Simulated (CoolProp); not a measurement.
Aqueous magnesium chloride as a coolant, at 6 °C, 1 atm.

Model: Melinder's fits for secondary coolants, in CoolProp.

| mass % | freezing point (°C) | conductivity (W/(m K)) | cp (kJ/(kg K)) | Prandtl number | viscosity (mPa s) |
|---|---|---|---|---|---|
| 2.4 | -1.4 | 0.568 | 4.042 | 11.9 | 1.68 |
| 4.5 | -2.6 | 0.564 | 3.910 | 12.3 | 1.77 |
| 6.6 | -4.3 | 0.560 | 3.783 | 12.8 | 1.90 |
| 8.6 | -6.4 | 0.555 | 3.665 | 13.8 | 2.09 |
| 10.7 | -9.3 | 0.549 | 3.545 | 15.3 | 2.37 |
| 12.8 | -12.7 | 0.544 | 3.429 | 17.0 | 2.69 |
| 14.8 | -16.4 | 0.538 | 3.323 | 18.4 | 2.98 |
| 16.9 | -20.8 | 0.533 | 3.217 | 19.7 | 3.26 |
| 19 | -25.9 | 0.527 | 3.117 | 21.7 | 3.68 |
| 21 | -31.9 | 0.521 | 3.026 | 27.0 | 4.64 |
| 23.1 | -40.0 | 0.512 | 2.935 | 45.7 | 7.97 |
| 25.1 | -50.8 | 0.501 | 2.849 | 128 | 22.6 |
